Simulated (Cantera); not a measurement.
A jet of 2.36 % CH4, 12.9 % O2, 84.8 % N2, equivalence ratio 0.37 at 300 K and 0.130 bar hits a platinum plate 6.7 cm away at a mass flux of 0.022 kg/m²/s; the plate temperature is set and raised in steps from an oxygen-covered start.

Detailed kinetics in Cantera: Deutschmann's 1995 Pt surface mechanism with GRI-Mech 3.0 gas chemistry. Catalytic surfaces can have several steady states; this one follows from the mechanism file's or the stated starting coverage.

x: mole fraction at the wall; θ: surface coverage.

```csv
plate T (K),wall x CH4,wall x O2,wall x H2O,wall x OH,wall x CO,wall x CO2,θ free Pt,θ O*,θ OH*
950,0.00729,0.0941,0.0303,?,3.69e-6,0.0199,0.251,0.747,0.00148
1000,0.00495,0.0892,0.0346,?,3.38e-6,0.0228,0.320,0.679,0.00141
1050,0.00352,0.0862,0.0371,?,3.19e-6,0.0245,0.388,0.611,0.00129
1100,0.00263,0.0844,0.0387,?,3.12e-6,0.0255,0.454,0.545,0.00115
1150,0.00184,0.0832,0.0398,?,4.39e-6,0.0259,0.518,0.481,0.00102
```

**Question.** Some entries are withheld; supply them.

**Answer.** 
- 950, wall x OH: 8.45e-8
- 1000, wall x OH: 2.23e-7
- 1050, wall x OH: 5.25e-7
- 1100, wall x OH: 1.13e-6
- 1150, wall x OH: 2.30e-6
